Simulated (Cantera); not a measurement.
Charge: 1 mol SiH₄, 0.1 mol H₂O, 13 mol N₂, held at 977 °C and 0.0100 bar.

These are equilibrium values from Cantera (NASA tables, ideal gas, pure condensed phases), not measurements of a reactor. Candidate condensed phases: H₂O, Si, SiO₂, Si₂N₂O, Si₃N₄; 35 gas species. N₂ is the only nitrogen source here; it is nearly inert below about 1500 K, so the nitride shown seldom forms there in practice. Mutual solubility and eutectic melting of coexisting phases are not modelled. Equilibrium is a limit: real reactors are often held back by kinetics, nucleation or transport.

Base state: N₂ 0.855, H₂ 0.145 (mole fractions); condensed: Si₂N₂O(s) + Si₃N₄(s).

Problem. What changes in the equilibrium state with this change: SiH₄ replaced by HMDSO?

Solution. 
```
species           before    after
----------------  ------  -------
N₂                 0.855    0.566
H₂                 0.145    0.429
CO                     0  0.00472
HCN                    0  6.25e-5
CH₄                    0  2.03e-5
Si₂N₂O(s), mol     0.100     1.00
Si₃N₄(s), mol      0.267        0
C(graphite), mol       0     5.90
```
The feed counts by its element totals alone. Further candidate phases: C, C₆H₆, C₇H₈, C₈H₁₈, SiC.
